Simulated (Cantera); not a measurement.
Input: 1 mol AlN, 0.8 mol Cl2, 0.51 mol N2, at 1448 K and 0.140 bar.

Equilibrium computed with Cantera from the NASA thermochemical tables; the gas is ideal and each condensed phase is pure. Candidate condensed phases: Al, AlCl3, AlN; 11 gas species. The tables' values for AlCl2 are old estimates; treat these amounts as uncertain. Equilibrium is a limit: real reactors are often held back by kinetics, nucleation or transport.

Base state: N2 0.592, AlCl3 0.402, AlCl2 0.00498, AlCl 0.000588, Al2Cl6 3.52e-5 (mole fractions); condensed: AlN(s).

What changes in the equilibrium state with this change: 0.0019 mol NH3 added?


```tsv
species	before	after
N2	0.592	0.590
AlCl3	0.402	0.400
AlCl2	0.00498	0.00497
HCl	0	0.00388
H2	0	0.000225
Al2Cl6	3.52e-5	3.47e-5
AlCl	0.000588	0.000587
AlN(s), mol	0.464	0.466
```
Further candidate phases: NH4Cl.

What changes in the equilibrium state with this change: pressure from 0.140 bar to 10.0 mbar?


| species | before | after |
|---|---|---|
| N2 | 0.592 | 0.588 |
| AlCl3 | 0.402 | 0.385 |
| AlCl2 | 0.00498 | 0.0181 |
| AlCl | 0.000588 | 0.00813 |
| Al2Cl6 | 3.52e-5 | 2.30e-6 |
| Cl | 5.20e-6 | 1.92e-5 |
| AlN(s), mol | 0.464 | 0.451 |
